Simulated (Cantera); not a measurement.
Input (Python, Cantera):

```python
import numpy as np
import cantera as ct

gas = ct.Solution("SiF4_NH3_mec.yaml", "gas")
gas.TPX = 2248, 12000, {'NH3': 1, 'H2': 15}
inlet = ct.Reservoir(gas, clone=True)

reactor = ct.IdealGasConstPressureReactor(gas, energy="off", clone=False)
exhaust = ct.Reservoir(gas, clone=True)
tau = [2.6, 0.85, 0.28, 0.091, 0.03, 0.0097, 0.0032, 0.001][0]
for a, b in ((inlet, reactor), (reactor, exhaust)):
    ct.MassFlowController(a, b, mdot=lambda t: reactor.mass / tau)
net = ct.ReactorNet([reactor])
show = ['NH3', 'H2', 'N', 'NH2', 'N2H2']

rows = []
print(f"{'tau/s':>10s}{'T/K':>9s}" + "".join(f"{s:>11s}" for s in show))
for tau in [2.6, 0.85, 0.28, 0.091, 0.03, 0.0097, 0.0032, 0.001]:
    net.initial_time = 0.0
    net.advance(30 * tau)
    before = gas.X
    net.advance(40 * tau)
    drift = np.max(np.abs(gas.X - before) / (gas.X + 1e-9))
    rows.append([gas.T, *gas[show].X, drift])
    print(f"{tau:10.3e}{gas.T:9.1f}" + "".join(f"{x:11.3e}" for x in gas[show].X))
```

Result:

```
     tau/s      T/K        NH3         H2          N        NH2       N2H2
 2.600e+00   2248.0  2.373e-04  9.511e-01  8.040e-06  1.534e-05  2.469e-09
 8.500e-01   2248.0  5.288e-04  9.532e-01  1.212e-05  3.002e-05  8.750e-09
 2.800e-01   2248.0  2.108e-03  9.586e-01  1.204e-05  7.542e-05  4.097e-08
 9.100e-02   2248.0  1.217e-02  9.589e-01  7.160e-06  2.050e-04  1.744e-07
 3.000e-02   2248.0  3.095e-02  9.506e-01  5.697e-06  3.553e-04  3.910e-07
 9.700e-03   2248.0  4.880e-02  9.417e-01  4.796e-06  4.559e-04  5.513e-07
 3.200e-03   2248.0  5.843e-02  9.371e-01  3.271e-06  4.525e-04  4.727e-07
 1.000e-03   2248.0  6.183e-02  9.363e-01  8.377e-07  2.973e-04  1.443e-07
```

Model: the gas-phase N/H chemistry of the illustrative SiF4/NH3 mechanism in the Surface Chemkin manual (1991), integrated in Cantera. Walls and surfaces, which speed up NH3 decomposition in real reactors, are not modelled.
